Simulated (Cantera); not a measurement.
A closed system holds: 1 mol Ti(OiPr)4, 0.11 mol H2O, 24 mol H2, equilibrated at 8.60 mbar.

Cantera equilibrium calculation (NASA polynomials, part measured and part estimated; ideal gas, pure solids and liquids). Candidate condensed phases: C, C6H6, C7H8, C8H18, H2O, Ti, TiC, TiO, TiO2, Ti2O3, Ti3O5, Ti4O7; 113 gas species. The feed counts by its element totals alone. TiC: taken at fixed stoichiometry. Rates play no part.

At 952 °C, list the 4 most abundant gas species with their mole fractions, and the condensed phases.

H2 0.903, CO 0.0973, CH4 9.20e-5, H2O 1.49e-5. Condensed: C(graphite) + TiC(s).
